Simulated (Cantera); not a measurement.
An adiabatic, constant-volume homogeneous reactor starts with C₃H₈ : O₂ : N₂ : CO₂ = 1 : 2.78 : 30.6 : 2 (molar parts), at 1148 K and 5.00 bar.

Cantera simulation using GRI-Mech 3.0 (53 species, 325 reactions); the numbers are that mechanism's predictions, not measurements. GRI-Mech 3.0 was tuned for natural gas; its chemistry of propane as a main component is partial and can be far from experiment.

Question: Predict: time of steepest temperature rise; temperature at 2.00 s; equilibrium temperature; x(O₂) at 2.00 s; x(CO₂) at 2.00 s.

Answer: 
```json
{
  "time_of_steepest_temperature_rise": "16.0 ms",
  "temperature at 2.00 s": "1919 K",
  "equilibrium_temperature": "1919 K",
  "x(O₂) at 2.00 s": "1.39e-8 (gas-phase equilibrium 1.39e-8)",
  "x(CO₂) at 2.00 s": "0.0445 (gas-phase equilibrium 0.0445)"
}
```
